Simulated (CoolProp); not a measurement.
A single-stage vapour-compression cycle with n-perfluorohexane: evaporating at 304.15 K (dew point), condensing at 362.15 K (bubble point), superheat 0 K, subcooling 5 K, compressor efficiency 0.65, no pressure losses. Each further row changes one setting.

The numbers come from the reference Helmholtz-energy equation of state, Gao 2022 in CoolProp.

```
case                              cooling COP  pressure ratio  discharge temperature (K)  refrigerating effect (kJ/kg)  volumetric capacity (kJ/m³)
--------------------------------  -----------  --------------  -------------------------  ----------------------------  ---------------------------
as stated                                1.81            7.00                      362.1                          33.3                          174
evaporating temperature 309.15 K          ___             ___                      362.1                          37.3                          237
condensing temperature 357.15 K           ___            6.10                      357.2                          39.0                          204
subcooling 10 K                           ___            7.00                      362.1                          39.0                          204
superheat 10 K                            ___            7.00                      362.1                           ___                          210
compressor efficiency 0.55                ___            7.00                      362.1                          33.3                          174
```

Task: Fill in the missing entries.

Result: 
- evaporating temperature 309.15 K, cooling COP: 2.22
- evaporating temperature 309.15 K, pressure ratio: 5.71
- condensing temperature 357.15 K, cooling COP: 2.23
- subcooling 10 K, cooling COP: 2.12
- superheat 10 K, cooling COP: 2.02
- superheat 10 K, refrigerating effect (kJ/kg): 41.6
- compressor efficiency 0.55, cooling COP: 1.53

The compression ends wet for: as stated; evaporating temperature 309.15 K; condensing temperature 357.15 K; subcooling 10 K; superheat 10 K; compressor efficiency 0.55.
